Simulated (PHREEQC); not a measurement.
Solution (80 °C): 0.0028 mol NiSO4, 0.00083 mol MgSO4, 6.3e-05 mol H2SO4 and 0.054 mol Na2SO4 per kg of water. It is in equilibrium with CO2 at log p = -2 (atm). Otherwise closed; pH follows from the charge balance.

Computed with PHREEQC (ion-association model, wateq4f.dat).

| quantity | before | after |
|---|---|---|
| pH | 4.82 | 5.15 |
| ionic strength (mol/kgw) | 0.150 | 0.635 |
| SO4-2 (mol/kgw) | 0.0466 | 0.181 |
| NiSO4 (mol/kgw) | 0.00146 | 0.00183 |
| Ni+2 (mol/kgw) | 0.00133 | 0.000961 |
| MgSO4 (mol/kgw) | 0.000637 | 0.000686 |
| SI of Morenosite (NiSO4:7H2O) | -3.27 | -3.15 |
| SI of Epsomite (MgSO4:7H2O) | -4.26 | -4.21 |

### Question
What was changed between the two runs?
A) Na2SO4 left out
B) diluted 5-fold with water
C) MgSO4 from 0.00083 to 0.000747 mol/kgw
D) Na2SO4 from 0.054 to 0.27 mol/kgw
E) 0.011 mol/kgw HCl added

### Answer
D, Na2SO4 from 0.054 to 0.27 mol/kgw

Precipitation was switched off in this run. Constants without temperature data keep their 25 °C values here.
